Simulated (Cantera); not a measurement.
A perfectly stirred reactor is fed with 1.34 % H₂, 70.5 % O₂, 28.2 % N₂, at 0.0320 bar; it is held at 1125 K, and followed from long to short residence time.

Detailed kinetics in Cantera: the H2/O2 subset of GRI-Mech 3.0, which has no nitrogen chemistry. Radical loss at walls, strong at low pressure, is not modelled.

Q: Predict: x(H₂) at τ = 6.90 s; x(O₂) at τ = 6.90 s; x(H) at τ = 6.90 s; x(O) at τ = 6.90 s; x(OH) at τ = 6.90 s; x(H₂) at τ = 0.130 s; x(O₂) at τ = 0.130 s; x(H) at τ = 0.130 s; x(O) at τ = 0.130 s; x(OH) at τ = 0.130 s.

A: 
| Item | Value |
|---|---|
| x(H₂) at τ = 6.90 s | 2.29e-5 |
| x(O₂) at τ = 6.90 s | 0.703 |
| x(H) at τ = 6.90 s | 2.65e-6 |
| x(O) at τ = 6.90 s | 0.000173 |
| x(OH) at τ = 6.90 s | 0.000106 |
| x(H₂) at τ = 0.130 s | 0.000217 |
| x(O₂) at τ = 0.130 s | 0.701 |
| x(H) at τ = 0.130 s | 0.000118 |
| x(O) at τ = 0.130 s | 0.00191 |
| x(OH) at τ = 0.130 s | 0.000423 |
